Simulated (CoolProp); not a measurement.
The fluid at 298.15 K and 0.0112 MPa is compressed adiabatically to 0.0174 MPa with isentropic efficiency 0.9. The same conditions are run with several fluids, on thermodynamics alone (safety and materials aside).

Values from CoolProp's reference Helmholtz-energy equation of state of each fluid (n-hexane: Thol 2019; R115: Lemmon 2016; R1336mzz(E): Akasaka 2023; n-pentane: Thol 2019; R236FA: Pan 2012).

Task: Rank n-hexane, R115, R1336mzz(E), n-pentane, R236FA by work (kJ/kg), highest first.

Result: n-pentane (17.0), n-hexane (14.1), R236FA (8.07), R115 (7.97), R1336mzz(E) (7.46)

| fluid | final temperature (K) | final density (kg/m³) |
|---|---|---|
| n-hexane | 306.8 | 0.595 |
| R115 | 309.3 | 1.05 |
| R1336mzz(E) | 307.4 | 1.12 |
| n-pentane | 308.4 | 0.493 |
| R236FA | 308.0 | 1.04 |
